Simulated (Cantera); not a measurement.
Input: 1 mol Ca(OH)2, 0.79 mol C, 1.2 mol O2, equilibrated at 1948 K and 7.50 Torr.

Equilibrium computed with Cantera from the NASA thermochemical tables; the gas is ideal and each condensed phase is pure. Candidate condensed phases: C, C6H6, C7H8, C8H18, Ca, CaCO3, CaO, Ca(OH)2, H2O; 115 gas species. Equilibrium is a limit: real reactors are often held back by kinetics, nucleation or transport.

Base state: H2O 0.443, CO2 0.349, O2 0.186, OH 0.0102, CO 0.00686, H2 0.00198, O 0.00191, H 0.000503 (mole fractions); condensed: CaO(s).

Question: What changes in the equilibrium state with this change: temperature from 1948 K to 1773.15 K?

Answer: 
```csv
species,before,after
H2O,0.443,0.451
CO2,0.349,0.357
O2,0.186,0.186
OH,0.0102,0.00381
Ca(OH)2,2.99e-5,6.24e-6
H,0.000503,5.96e-5
CO,0.00686,0.00129
"CaO(s), mol",1.000,1.000
```
